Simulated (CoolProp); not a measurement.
Aqueous potassium formate as a coolant, 26 % by mass, freezing at -16.9 °C, 1 atm.

The numbers come from the Melinder's fits for secondary coolants in CoolProp.

| T (°C) | density (kg/m³) | Prandtl number | conductivity (W/(m K)) | viscosity (mPa s) |
|---|---|---|---|---|
| -13.4 | 1172 | 24.2 | … | 3.82 |
| -7 | 1171 | 19.3 | 0.515 | 3.08 |
| -0.7 | 1169 | 15.7 | … | 2.54 |
| 5.7 | 1167 | 13.0 | 0.531 | 2.13 |
| 12.1 | 1165 | 11.0 | 0.539 | 1.82 |
| 18.4 | 1163 | 9.44 | … | 1.58 |
| 24.8 | 1160 | 8.19 | 0.555 | 1.39 |
| 31.2 | 1158 | 7.18 | 0.563 | 1.23 |

Task: Fill in the missing entries.

Result: 
- -13.4, conductivity (W/(m K)): 0.507
- -0.7, conductivity (W/(m K)): 0.523
- 18.4, conductivity (W/(m K)): 0.547
